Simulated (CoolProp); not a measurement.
A closed Brayton cycle with nitrogen: compressor inlet 311.15 K and 5.8 MPa, high pressure 14.1 MPa, turbine inlet 620 K, compressor efficiency 0.89, turbine efficiency 0.93, recuperator effectiveness 0.9 (on enthalpy, no pinch check). Each further row changes one setting.

Values from CoolProp's reference Helmholtz-energy equation of state, Span 2000.

```tsv
case	thermal efficiency (%)	net work (kJ/kg)	compressor to turbine work	compressor exit (K)	turbine exit (K)
as stated	20.9	32.1	0.77	413.9	492.5
turbine inlet 570 K	15.0	?	0.84	413.9	451.7
compressor inlet 321.15 K	?	28.4	0.80	427.1	492.5
high pressure 12 MPa	23.0	?	0.73	393.2	513.6
recuperator effectiveness 0.5	?	32.1	0.77	413.9	492.5
```

Fill in the missing entries.


- turbine inlet 570 K, net work (kJ/kg): 20.6
- compressor inlet 321.15 K, thermal efficiency (%): 18.7
- high pressure 12 MPa, net work (kJ/kg): 31.1
- recuperator effectiveness 0.5, thermal efficiency (%): 17.1
